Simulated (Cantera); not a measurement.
**Equilibrium for thermal oxidation and active oxidation of silicon: Si + O2 + N2**

Charge: 1 mol Si, 0.27 mol O2, 2.7 mol N2, equilibrated at 1523.15 K and 555 Torr.

Cantera equilibrium calculation (NASA polynomials, part measured and part estimated; ideal gas, pure solids and liquids). Candidate condensed phases: Si, SiO2, Si2N2O, Si3N4; 16 gas species. Mutual solubility and eutectic melting of coexisting phases are not modelled. The tables hold silica as quartz up to 1696 K and as liquid above; real silica turns to tridymite and cristobalite and melts near 1996 K. Kinetics and transport are ignored.

The x(N2) comes out as 1.000 and the x(SiO) comes out as 6.12e-6. The n(SiO2(β-quartz)) is 0.0267 mol, the n(Si2N2O(s)) is 0.487 mol and the gas amount is 2.213 mol. The log10 activity of Si(s) (absent) comes out as -4.48.
